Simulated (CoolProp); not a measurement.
R141b along the isotherm 485.7 K: density (kg/m³) from the reference equation and from simpler models built on Tc = 477.5 K, pc = 4.212 MPa, ω = 0.220; each cubic takes its own stable root.

Model: reference Helmholtz-energy equation of state, Lemmon 2006, in CoolProp. It is a short technical equation, of lower accuracy than the large ones.

```json
[
 {"p (MPa)": "0.0666", "phase": "gas", "reference": "1.938", "ideal gas": "1.929", "van der Waals": "1.937", "Redlich-Kwong": "1.939", "Soave-Redlich-Kwong": "1.939"},
 {"p (MPa)": "0.126", "phase": "gas", "reference": "3.683", "ideal gas": "3.649", "van der Waals": "3.681", "Redlich-Kwong": "3.685", "Soave-Redlich-Kwong": "3.685"},
 {"p (MPa)": "0.239", "phase": "gas", "reference": "7.046", "ideal gas": "6.921", "van der Waals": "7.037", "Redlich-Kwong": "7.053", "Soave-Redlich-Kwong": "7.052"},
 {"p (MPa)": "0.454", "phase": "gas", "reference": "13.61", "ideal gas": "13.15", "van der Waals": "13.58", "Redlich-Kwong": "13.64", "Soave-Redlich-Kwong": "?"},
 {"p (MPa)": "0.86", "phase": "gas", "reference": "26.67", "ideal gas": "24.91", "van der Waals": "26.53", "Redlich-Kwong": "26.76", "Soave-Redlich-Kwong": "26.74"},
 {"p (MPa)": "1.63", "phase": "gas", "reference": "54.45", "ideal gas": "47.20", "van der Waals": "?", "Redlich-Kwong": "54.72", "Soave-Redlich-Kwong": "?"},
 {"p (MPa)": "3.09", "phase": "gas", "reference": "126.4", "ideal gas": "89.49", "van der Waals": "122.3", "Redlich-Kwong": "126.7", "Soave-Redlich-Kwong": "126.2"},
 {"p (MPa)": "5.86", "phase": "supercritical", "reference": "687.9", "ideal gas": "169.7", "van der Waals": "497.0", "Redlich-Kwong": "577.8", "Soave-Redlich-Kwong": "567.7"},
 {"p (MPa)": "11.1", "phase": "supercritical", "reference": "830.0", "ideal gas": "321.5", "van der Waals": "603.2", "Redlich-Kwong": "?", "Soave-Redlich-Kwong": "737.4"},
 {"p (MPa)": "21.1", "phase": "supercritical", "reference": "925.8", "ideal gas": "611.1", "van der Waals": "679.5", "Redlich-Kwong": "863.0", "Soave-Redlich-Kwong": "860.4"}
]
```

### Question
Complete the blanks.

### Answer

- 0.454, Soave-Redlich-Kwong: 13.63
- 1.63, van der Waals: 53.80
- 1.63, Soave-Redlich-Kwong: 54.64
- 11.1, Redlich-Kwong: 741.7
